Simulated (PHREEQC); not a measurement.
Solution (66 °C): 93 mmol/kgw Cu(NO3)2, 0.56 mmol/kgw NaHSO4 and 0.013 mmol/kgw Ca(HCO3)2. Closed to the air; pH follows from the charge balance.

Model: ion-association model, phreeqc.dat, run in PHREEQC.

Each row changes one thing in this solution. No solid was allowed to form.

| case | pH | CuSO4 (mol/kgw) | SO4-2 (mol/kgw) | Cu2(OH)2+2 (mol/kgw) | HSO4- (mol/kgw) | CuOH+ (mol/kgw) |
|---|---|---|---|---|---|---|
| as made | 3.36 | 0.000326 | 0.000226 | 1.95e-5 | 8.66e-6 | 8.49e-7 |
| Ca(HCO3)2 left out | 3.34 | 0.000325 | 0.000225 | 1.81e-5 | 8.99e-6 | 8.17e-7 |
| 0.0011 mol/kgw NaOH added | 3.99 | [?] | 0.000229 | 0.000348 | 2.07e-6 | 3.58e-6 |
| diluted 2-fold with water | [?] | [?] | 0.000125 | 2.06e-5 | 3.38e-6 | 8.75e-7 |
| NaHSO4 replaced by CaSO4 at the same molality | 3.76 | [?] | 0.000228 | 0.000125 | 3.45e-6 | 2.14e-6 |
| NaHSO4 from 0.00056 to 0.000616 mol/kgw | 3.32 | 0.000358 | 0.000248 | 1.66e-5 | 1.03e-5 | 7.82e-7 |
| temperature from 66 to 60 °C | 3.37 | 0.000326 | 0.000226 | 1.29e-5 | 7.34e-6 | 8.74e-7 |

### Question
Fill in the missing entries.

### Answer

- 0.0011 mol/kgw NaOH added, CuSO4 (mol/kgw): 0.000328
- diluted 2-fold with water, pH: 3.61
- diluted 2-fold with water, CuSO4 (mol/kgw): 0.000152
- NaHSO4 replaced by CaSO4 at the same molality, CuSO4 (mol/kgw): 0.000327

Away from 25 °C the constants follow the database's enthalpies or fits; those with neither stay at their 25 °C values.
